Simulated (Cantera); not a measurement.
## Adiabatic ignition

An adiabatic, constant-pressure homogeneous reactor starts with 7.18 % CH4, 14.5 % O2, 78.3 % N2, equivalence ratio 0.99, at 1750 K and 2.50 bar.

Detailed kinetics in Cantera: GRI-Mech 3.0 (53 species, 325 reactions).

| t (s) | T (K) | x CH4 | x O2 | x NO2 | x CH2O | x CH2 |
|---|---|---|---|---|---|---|
| 1.00e-6 | 1750 | 0.0718 | 0.145 | <1e-12 | 1.29e-7 | 3.41e-11 |
| 2.15e-6 | 1750 | 0.0718 | 0.145 | <1e-12 | 7.01e-7 | 1.12e-10 |
| 4.64e-6 | 1750 | 0.0718 | 0.145 | <1e-12 | 3.73e-6 | 4.33e-10 |
| 1.00e-5 | 1750 | 0.0717 | 0.145 | <1e-12 | 2.07e-5 | 2.17e-9 |
| 2.15e-5 | 1750 | 0.0713 | 0.145 | <1e-12 | 0.000122 | 1.49e-8 |
| 4.64e-5 | 1754 | 0.0689 | 0.144 | 1.32e-12 | 0.000780 | 1.76e-7 |
| 0.000100 | 2477 | <1e-12 | 0.0242 | 1.76e-8 | 4.86e-10 | <1e-12 |
| 0.000215 | 2757 | <1e-12 | 0.0170 | 3.32e-7 | 3.40e-10 | <1e-12 |
| 0.000464 | 2773 | <1e-12 | 0.0157 | 9.29e-7 | 3.36e-10 | <1e-12 |
| 0.00100 | 2768 | <1e-12 | 0.0147 | 1.73e-6 | 3.43e-10 | <1e-12 |
| 0.00215 | 2763 | <1e-12 | 0.0139 | 2.31e-6 | 3.49e-10 | <1e-12 |
| 0.00464 | 2762 | <1e-12 | 0.0137 | 2.44e-6 | 3.50e-10 | <1e-12 |
| 0.0100 | 2762 | <1e-12 | 0.0137 | 2.45e-6 | 3.50e-10 | <1e-12 |
| 0.0215 | 2762 | <1e-12 | 0.0137 | 2.45e-6 | 3.50e-10 | <1e-12 |
| 0.0464 | 2762 | <1e-12 | 0.0137 | 2.45e-6 | 3.50e-10 | <1e-12 |
| 0.100 | 2762 | <1e-12 | 0.0137 | 2.45e-6 | 3.50e-10 | <1e-12 |
x: mole fraction; the columns are a selection and need not sum to one.

```yaml
time_of_steepest_temperature_rise: 90.9 µs
temperature at 0.100 s: 2762 K
equilibrium_temperature: 2762 K
x(CH4) at 0.100 s: <1e-12 (gas-phase equilibrium <1e-12)
x(O2) at 0.100 s: 0.0137 (gas-phase equilibrium 0.0137)
x(NO2) at 0.100 s: 2.45e-6 (gas-phase equilibrium 2.45e-6)
```
